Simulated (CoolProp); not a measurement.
Saturation properties of n-perfluorohexane (Tc = 448.0 K, pc = 1742 kPa, ω = 0.497).

Model: reference Helmholtz-energy equation of state, Gao 2022, in CoolProp.

```json
[
 {"T (K)": "262.8", "p (kPa)": "4.770", "liquid density (kg/m³)": "1776", "vapour density (kg/m³)": "0.7424"},
 {"T (K)": "272.5", "p (kPa)": "8.345", "liquid density (kg/m³)": "1749", "vapour density (kg/m³)": "1.257"},
 {"T (K)": "282.1", "p (kPa)": "13.84", "liquid density (kg/m³)": "?", "vapour density (kg/m³)": "2.022"},
 {"T (K)": "291.8", "p (kPa)": "22.10", "liquid density (kg/m³)": "1694", "vapour density (kg/m³)": "3.142"},
 {"T (K)": "301.4", "p (kPa)": "33.84", "liquid density (kg/m³)": "1666", "vapour density (kg/m³)": "?"},
 {"T (K)": "311.1", "p (kPa)": "50.33", "liquid density (kg/m³)": "1638", "vapour density (kg/m³)": "6.832"},
 {"T (K)": "320.8", "p (kPa)": "?", "liquid density (kg/m³)": "1608", "vapour density (kg/m³)": "9.680"},
 {"T (K)": "330.4", "p (kPa)": "101.8", "liquid density (kg/m³)": "1578", "vapour density (kg/m³)": "13.36"},
 {"T (K)": "340.1", "p (kPa)": "139.7", "liquid density (kg/m³)": "1546", "vapour density (kg/m³)": "18.13"},
 {"T (K)": "349.8", "p (kPa)": "187.7", "liquid density (kg/m³)": "?", "vapour density (kg/m³)": "?"},
 {"T (K)": "359.4", "p (kPa)": "246.8", "liquid density (kg/m³)": "1479", "vapour density (kg/m³)": "31.74"},
 {"T (K)": "369.1", "p (kPa)": "320.1", "liquid density (kg/m³)": "1442", "vapour density (kg/m³)": "41.28"},
 {"T (K)": "378.7", "p (kPa)": "407.7", "liquid density (kg/m³)": "?", "vapour density (kg/m³)": "53.05"},
 {"T (K)": "388.4", "p (kPa)": "513.8", "liquid density (kg/m³)": "1360", "vapour density (kg/m³)": "67.94"}
]
```

What belongs in the gaps?


- 282.1, liquid density (kg/m³): 1722
- 301.4, vapour density (kg/m³): 4.695
- 320.8, p (kPa): 72.65
- 349.8, liquid density (kg/m³): 1513
- 349.8, vapour density (kg/m³): 24.20
- 378.7, liquid density (kg/m³): 1403

It boils at 330.3 K under 1 atm.
